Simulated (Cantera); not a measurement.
A closed system holds: 1 mol SF6, 0.46 mol SO2, 0.056 mol O2, equilibrated at 10.0 mbar.

Cantera equilibrium calculation (NASA polynomials, part measured and part estimated; ideal gas, pure solids and liquids). Candidate condensed phases: S; 25 gas species. The tables' values for SOF2 are old estimates; treat these amounts as uncertain. Rates play no part. All values below are at 2573 K.

Base state: F 0.806, SO 0.0809, S 0.0613, SO2 0.0261, S2 0.0108, SF 0.00781, O 0.00556, O2 0.000733 (mole fractions); condensed: gas only.

Task: What changes in the equilibrium state with this change: SF6 replaced by HF?

Result: 
| species | before | after |
|---|---|---|
| HF | 0 | 0.587 |
| SO2 | 0.0261 | 0.198 |
| SO | 0.0809 | 0.0737 |
| F | 0.806 | 0.0194 |
| S2 | 0.0108 | 0.000128 |
| O2 | 0.000733 | 0.0510 |
| S | 0.0613 | 0.00669 |
| O | 0.00556 | 0.0464 |
| H | 0 | 0.00896 |
| OH | 0 | 0.00542 |
Further candidate phases: H2O, H2SO4.
